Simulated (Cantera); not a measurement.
Standard-state values (1 bar) from the NASA 1993 polynomials, evaluated with Cantera. Values are per mole of reaction as written; species without (g) are pure solids or liquids, kept so even where they would boil at 1 bar. TiC: taken at fixed stoichiometry.

4 Ti + C6H6(g) ⇌ 2 CH3(g) + 4 TiC, with ΔH° = -525.5 kJ and ΔS° = 93.0 J/K at 300 K.

**Question.** How far is the shortcut ΔG° ≈ ΔH°(300 K) − T·ΔS°(300 K) from the full temperature-dependent value at 400, 425, 450, 475, 500 K?

**Answer.** 
```csv
T (K),shortcut (kJ),full (kJ),difference (kJ),difference in log10 K
400,-562.7,-563.1,0.4,-0.06
425,-565.0,-565.7,0.7,-0.08
450,-567.3,-568.3,1.0,-0.11
475,-569.6,-570.9,1.3,-0.14
500,-572.0,-573.6,1.6,-0.17
```
The shortcut ignores the heat-capacity change of the reaction.
